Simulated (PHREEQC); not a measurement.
A solution holds 73 mmol/kgw HBr, 33 mmol/kgw CaCl2 and 62 mmol/kgw KCl, at 90 °C. Closed to the air; pH follows from the charge balance.

All values are PHREEQC results (ion-association model, phreeqc.dat), not measurements.

Each row changes one thing in this solution. This is a speciation only: nothing precipitates in the calculation.

```tsv
case	pH	SI of Sylvite (KCl)
as made	1.25	-3.62
diluted 2-fold with water	1.53	-4.15
diluted 5-fold with water	1.91	-4.86
CaCl2 from 0.033 to 0.165 mol/kgw	1.27	-3.23
CaCl2 from 0.033 to 0.0297 mol/kgw	1.25	-3.63
```

Constants without temperature data keep their 25 °C values here.
